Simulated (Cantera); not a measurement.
Input (Python, Cantera):

```python
import numpy as np
import cantera as ct

surf = ct.Interface("diamond.yaml", "diamond_100")
gas, bulk = surf.adjacent["gas"], surf.adjacent["diamond"]
k = surf.kinetics_species_index(bulk.species_names[0])
cover = ["c6HH", "c6H*", "c6*H", "c6**", "c6HM", "c6B"]

rows, drift = [], 0.0
print(f"{'T':>10s}{'um/h':>11s}" + "".join(f"{s:>11s}" for s in cover))
for v in [950, 1025, 1100, 1175, 1250, 1325, 1400]:
    T, P, xH, xCH3 = v, 25000, 0.0029, 5.7e-05
    gas.TPX = T, P, {"H": xH, "CH3": xCH3, "CH4": 0.0045, "H2": 1 - xH - xCH3 - 0.0045}
    surf.TP = bulk.TP = T, P
    surf.coverages = "c6H*:0.1, c6HH:0.9"
    surf.advance_coverages(100.0)
    before = surf.coverages
    surf.advance_coverages(100.0)
    drift = max(drift, np.max(np.abs(surf.coverages - before) / (surf.coverages + 1e-9)))
    rate = surf.net_production_rates[k] * bulk.mean_molecular_weight / bulk.density * 3.6e9
    rows.append([rate, *surf[cover].coverages])
    print(f"{v:10.4g}{rate:11.4e}" + "".join(f"{x:11.3e}" for x in rows[-1][1:]))
```

Result:

```
         T       um/h       c6HH       c6H*       c6*H       c6**       c6HM        c6B
       950 5.7753e+00  6.333e-01  1.401e-02  3.294e-01  6.495e-03  1.294e-02  1.567e-08
      1025 8.0530e+00  5.685e-01  2.040e-02  3.870e-01  1.112e-02  9.236e-03  2.185e-08
      1100 9.7574e+00  5.101e-01  2.764e-02  4.354e-01  1.731e-02  6.225e-03  2.648e-08
      1175 9.0659e+00  4.598e-01  3.541e-02  4.743e-01  2.488e-02  3.377e-03  2.460e-08
      1250 6.0887e+00  4.175e-01  4.336e-02  5.034e-01  3.337e-02  1.269e-03  1.652e-08
      1325 3.9713e+00  3.828e-01  5.114e-02  5.230e-01  4.212e-02  3.669e-04  1.078e-08
      1400 3.2704e+00  3.556e-01  5.858e-02  5.348e-01  5.048e-02  9.833e-05  8.875e-09
```

Model: the Harris–Goodwin 1993 mechanism for the reconstructed diamond (100) surface, integrated in Cantera.
